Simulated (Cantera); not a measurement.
Charge: 1 mol LiOH, 1.9 mol H2, 0.01 mol O2, 1.1 mol H2O, equilibrated at 140 Pa.

Cantera equilibrium calculation (NASA polynomials, part measured and part estimated; ideal gas, pure solids and liquids). Candidate condensed phases: H2O, Li, LiH, LiOH, Li2O; 17 gas species. The numbers say what is thermodynamically allowed, not how fast it happens.

Which condensed phases are stable at each of these points (T (°C)): 650, 800, 950, 1100, 1250, 1400, 1550, 1700, 1850, 2000?


```tsv
T (°C)	condensed phases	Li condensed (%)
650	Li2O(s)	100.0
800	Li2O(s)	99.4
950	Li2O(s)	92.4
1100	Li2O(s)	48.8
1250	gas only	0.0
1400	gas only	0.0
1550	gas only	0.0
1700	gas only	0.0
1850	gas only	0.0
2000	gas only	0.0
```

From 650 °C to 1100 °C the condensed part is Li2O(s). From 1250 °C to 2000 °C nothing is condensed.
